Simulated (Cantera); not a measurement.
An adiabatic, constant-volume homogeneous reactor starts with CH4 : O2 : N2 = 1 : 3.57 : 13.4 (molar parts), equivalence ratio 0.56, at 1773 K and 19.7 atm. Integrator tolerance rtol = 1e-08.

Detailed kinetics in Cantera: GRI-Mech 3.0 (53 species, 325 reactions). The pressure lies above the range GRI-Mech 3.0 was tuned for (to about 10 atm).

What does this change do: constant pressure in place of constant volume?


```csv
quantity,before,after
time of steepest temperature rise,9.80 µs,10.5 µs
temperature at 0.200 s,2928 K,2747 K
equilibrium temperature,2928 K,2747 K
x(CH4) at 0.200 s,<1e-12 (gas-phase equilibrium <1e-12),<1e-12 (gas-phase equilibrium <1e-12)
x(O2) at 0.200 s,0.0734 (gas-phase equilibrium 0.0734),0.0760 (gas-phase equilibrium 0.0760)
x(O) at 0.200 s,0.00414 (gas-phase equilibrium 0.00414),0.00273 (gas-phase equilibrium 0.00273)
x(HO2) at 0.200 s,4.04e-5 (gas-phase equilibrium 4.04e-5),2.57e-5 (gas-phase equilibrium 2.57e-5)
x(CH2) at 0.200 s,<1e-12 (gas-phase equilibrium <1e-12),<1e-12 (gas-phase equilibrium <1e-12)
```

What does this change do: pressure from 19.7 atm to 16.8 atm?


```json
[
 {"quantity": "time of steepest temperature rise", "before": "9.80 µs", "after": "11.1 µs"},
 {"quantity": "temperature at 0.200 s", "before": "2928 K", "after": "2920 K"},
 {"quantity": "equilibrium temperature", "before": "2928 K", "after": "2920 K"},
 {"quantity": "x(CH4) at 0.200 s", "before": "<1e-12 (gas-phase equilibrium <1e-12)", "after": "<1e-12 (gas-phase equilibrium <1e-12)"},
 {"quantity": "x(O2) at 0.200 s", "before": "0.0734 (gas-phase equilibrium 0.0734)", "after": "0.0735 (gas-phase equilibrium 0.0735)"},
 {"quantity": "x(O) at 0.200 s", "before": "0.00414 (gas-phase equilibrium 0.00414)", "after": "0.00438 (gas-phase equilibrium 0.00438)"},
 {"quantity": "x(HO2) at 0.200 s", "before": "4.04e-5 (gas-phase equilibrium 4.04e-5)", "after": "3.82e-5 (gas-phase equilibrium 3.82e-5)"},
 {"quantity": "x(CH2) at 0.200 s", "before": "<1e-12 (gas-phase equilibrium <1e-12)", "after": "<1e-12 (gas-phase equilibrium <1e-12)"}
]
```
